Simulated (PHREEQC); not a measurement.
Consider water at 25 °C and 50 atm with 0.0011 mol TMAH per kg of water. Closed to the air; pH follows from the charge balance.

Equilibrium calculation in PHREEQC: ion-association model, phreeqc.dat.

This is a speciation only: nothing precipitates in the calculation.

Question: What pH does the model give?

Answer: pH 11.00.

Under pressure, the constants of complexes without a molar volume in the database are unreliable. (CH3)4N+ isn't in the database: it is added as a free cation with an ion size of 4 Å.
